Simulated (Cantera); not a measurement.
A perfectly stirred reactor is fed with NO : N2 = 1 : 3.8 (molar parts), at 233 Torr; it is held at 1950 K, and followed from long to short residence time.

Detailed kinetics in Cantera: GRI-Mech 3.0 (53 species, 325 reactions).

What does this change do: 0.0078 parts H2O added?


| quantity | before | after |
|---|---|---|
| x(NO) at τ = 1.00 s | 0.179 | 0.178 |
| x(N2O) at τ = 1.00 s | 1.38e-5 | 1.30e-5 |
| x(N2) at τ = 1.00 s | 0.806 | 0.805 |
| x(NO2) at τ = 1.00 s | 5.28e-5 | 5.06e-5 |
| x(O) at τ = 1.00 s | 0.000110 | 0.000106 |
| x(NO) at τ = 19.0 ms | 0.208 | 0.207 |
| x(N2O) at τ = 19.0 ms | 1.77e-5 | 1.57e-5 |
| x(N2) at τ = 19.0 ms | 0.792 | 0.791 |
| x(NO2) at τ = 19.0 ms | 2.40e-5 | 1.01e-5 |
| x(O) at τ = 19.0 ms | 4.64e-5 | 2.07e-5 |
